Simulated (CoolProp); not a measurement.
Sulfur dioxide at 298.15 K and 2.73 MPa is throttled through a valve to 1.89 MPa with no heat exchange. Each further row changes one setting.

The numbers come from the reference Helmholtz-energy equation of state, Gao 2016 in CoolProp.

```tsv
case	temperature change (K)
as stated	+0.2
outlet pressure 0.567 MPa	+0.4
outlet pressure 2.46 MPa	+0.1
```
